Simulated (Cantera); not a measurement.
A freely propagating, adiabatic, planar premixed flame of 2.81 % CH4, 3.09 % C2H6, 19.8 % O2, 74.3 % N2, equivalence ratio 0.83, unburnt at 525 K and 130000 Pa; multicomponent transport, grid criteria slope 0.08 and curve 0.16, no radiation.

Detailed kinetics in Cantera: GRI-Mech 3.0 (53 species, 325 reactions). Burning velocities carry a grid error of a few per cent, more on coarse grids.

Question: Predict: laminar burning velocity; thermal thickness; peak x(OH); peak x(HCN).

Answer: 
```json
{
  "laminar_burning_velocity": "85.6 cm/s",
  "thermal_thickness": "0.289 mm",
  "peak x(OH)": "0.00850",
  "peak x(HCN)": "1.17e-6"
}
```
